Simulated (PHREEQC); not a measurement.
HNO3 is added in steps, without added water, to 1 kg of water holding 0.0016 mol H3BO3, 0.00034 mol Na2SO4 and 0.005 mol KCl, at 25 °C. O2 is buffered at 0.21 atm. The system is closed to CO2. Solids allowed: Halite, Sylvite. Others were left out.

Base run: PHREEQC, ion-association model, phreeqc.dat. Each further column changes one thing. The table gives HSO4- (mol/kgw).

```csv
HNO3 added (mol),base,Na2SO4 from 0.00034 to 0.00068 mol/kgw,H3BO3 from 0.0016 to 0.016 mol/kgw,Na2SO4 replaced by ZnSO4 at the same molality,no solid may form
0,2.42e-8,4.70e-8,7.62e-8,2.67e-8,2.42e-8
0.002,3.92e-5,7.58e-5,3.92e-5,3.79e-5,3.92e-5
0.006,9.15e-5,0.000179,9.15e-5,8.93e-5,9.15e-5
0.008,0.000110,0.000216,0.000110,0.000108,0.000110
0.01,0.000125,0.000247,0.000125,0.000123,0.000125
0.014,0.000150,0.000296,0.000150,0.000147,0.000150
0.016,0.000159,0.000315,0.000159,0.000157,0.000159
0.018,0.000168,0.000333,0.000168,___,0.000168
0.022,0.000182,0.000362,0.000182,0.000180,0.000182
0.024,0.000188,0.000374,0.000188,___,0.000188
0.026,0.000194,0.000385,0.000194,___,0.000194
0.03,0.000203,0.000404,0.000203,___,0.000203
0.032,0.000207,0.000413,0.000207,___,0.000207
```

**Question.** Fill in the missing entries.

**Answer.** 
- 0.018, Na2SO4 replaced by ZnSO4 at the same molality: 0.000166
- 0.024, Na2SO4 replaced by ZnSO4 at the same molality: 0.000186
- 0.026, Na2SO4 replaced by ZnSO4 at the same molality: 0.000192
- 0.03, Na2SO4 replaced by ZnSO4 at the same molality: 0.000202
- 0.032, Na2SO4 replaced by ZnSO4 at the same molality: 0.000206

 Solids allowed in the column 'Na2SO4 replaced by ZnSO4 at the same molality': Sylvite, Zn(OH)2(e).
